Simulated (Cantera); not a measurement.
A closed system holds: 1 mol SiH4, 0.49 mol N2, held at 1898.15 K and 10.0 mbar.

Method: chemical equilibrium by Gibbs-energy minimisation in Cantera with the NASA 1993 tables (ideal gas, pure condensed phases). Candidate condensed phases: Si, Si3N4; 18 gas species. The tables' values for SiN are old estimates; treat these amounts as uncertain. Gases not in the tables: Si2H6 and higher silanes. Rates play no part.

Base state: H2 0.796, N2 0.196, H 0.00698, Si 0.00123, SiH 9.58e-5, SiH2 4.59e-5, Si2N 2.66e-5, SiN 1.83e-5 (mole fractions); condensed: Si(l).

**Question.** What changes in the equilibrium state with this change: 1.7 mol H2O added?

**Answer.** 
| species | before | after |
|---|---|---|
| H2 | 0.796 | 0.793 |
| N2 | 0.196 | 0.107 |
| SiO | 0 | 0.0791 |
| H2O | 0 | 0.0134 |
| Si2N | 2.66e-5 | <1e-9 |
| SiH2 | 4.59e-5 | 1.95e-9 |
| SiH | 9.58e-5 | 4.08e-9 |
| Si | 0.00123 | 5.25e-8 |
| SiN | 1.83e-5 | <1e-9 |
| Si(l), mol | 0.996 | 0 |
| SiO2(condensed), mol | 0 | 0.639 |
The tables hold silica as quartz up to 1696 K and as liquid above; real silica turns to tridymite and cristobalite and melts near 1996 K. Further candidate phases: H2O, SiO2, Si2N2O.

**Question.** What changes in the equilibrium state with this change: SiH4 replaced by SiF4?

**Answer.** 
```json
[
 {"species": "SiF4", "before": "0", "after": "0.670"},
 {"species": "N2", "before": "0.196", "after": "0.329"},
 {"species": "F", "before": "0", "after": "0.000540"},
 {"species": "H2", "before": "0.796", "after": "0"},
 {"species": "H", "before": "0.00698", "after": "0"},
 {"species": "Si", "before": "0.00123", "after": "<1e-9"},
 {"species": "SiF3", "before": "0", "after": "0.000540"},
 {"species": "SiH", "before": "9.58e-5", "after": "0"},
 {"species": "Si(l), mol", "before": "0.996", "after": "0"}
]
```
The tables' values for SiF3 are old estimates; treat these amounts as uncertain.
